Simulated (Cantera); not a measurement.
A perfectly stirred reactor is fed with N2O = 1 (molar parts), at 6400 Pa; it is held at 1225 K, and followed from long to short residence time.

Computed with Cantera and GRI-Mech 3.0 (53 species, 325 reactions). GRI-Mech 3.0 was tuned for natural gas; its chemistry of N2O as a main component is partial and can be far from experiment. The mechanism lacks the step 2 NO + O2 → 2 NO2, which can matter for NO2 below about 1400 K. The temperature is held fixed by assumption; the heat of reaction is taken as removed at once.

Question: What does this change do: pressure from 6400 Pa to 1600 Pa?

Answer: 
```
quantity                 before     after
---------------------  --------  --------
x(N2O) at τ = 1.10 s      0.906     0.975
x(NO2) at τ = 1.10 s    4.43e-6   2.25e-7
x(O) at τ = 1.10 s      2.67e-6   2.68e-6
x(NO) at τ = 1.10 s     0.00718   0.00194
x(N2) at τ = 1.10 s      0.0588    0.0159
x(N2O) at τ = 19.0 ms     0.998     1.000
x(NO2) at τ = 19.0 ms   1.12e-8  1.89e-10
x(O) at τ = 19.0 ms     2.66e-6   2.63e-6
x(NO) at τ = 19.0 ms   0.000136   3.38e-5
x(N2) at τ = 19.0 ms    0.00112  0.000279
```
Radical loss at walls, strong at low pressure, is not modelled.
